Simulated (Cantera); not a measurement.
An isothermal, constant-pressure homogeneous reactor starts with 0.369 % CO, 2.65 % O2, 2.37 % H2O, 94.6 % N2, at 1075 K and 0.257 atm.

Cantera simulation using GRI-Mech 3.0 (53 species, 325 reactions); the numbers are that mechanism's predictions, not measurements.

x: mole fraction; the columns are a selection and need not sum to one.

```tsv
t (s)	x CO	x O2	x H2O	x N2O	x OH	x NO2
3.00e-6	0.00369	0.0265	0.0237	<1e-12	<1e-12	<1e-12
1.35e-5	0.00369	0.0265	0.0237	<1e-12	<1e-12	<1e-12
6.04e-5	0.00369	0.0265	0.0237	<1e-12	<1e-12	<1e-12
0.000271	0.00369	0.0265	0.0237	<1e-12	3.97e-12	<1e-12
0.00122	0.00369	0.0265	0.0237	<1e-12	5.97e-11	<1e-12
0.00546	0.00369	0.0265	0.0237	<1e-12	3.15e-9	<1e-12
0.0245	(withheld)	0.0260	0.0235	9.92e-9	6.95e-5	2.11e-12
0.110	(withheld)	0.0248	0.0237	5.71e-8	2.46e-5	7.34e-11
0.493	(withheld)	0.0247	0.0237	6.95e-8	6.19e-6	1.90e-10
2.21	(withheld)	0.0247	0.0237	7.17e-8	1.58e-6	1.01e-10
9.93	(withheld)	0.0247	0.0237	6.92e-8	5.11e-7	3.45e-11
44.6	5.63e-11	0.0247	0.0237	5.62e-8	2.41e-7	3.37e-11
200	3.28e-11	0.0247	0.0237	2.19e-8	1.89e-7	4.37e-11
```

Q: Some entries are withheld; supply them.

A: 
- 0.0245, x CO: 0.00283
- 0.110, x CO: 0.000214
- 0.493, x CO: 1.00e-5
- 2.21, x CO: 3.29e-7
- 9.93, x CO: 4.45e-9
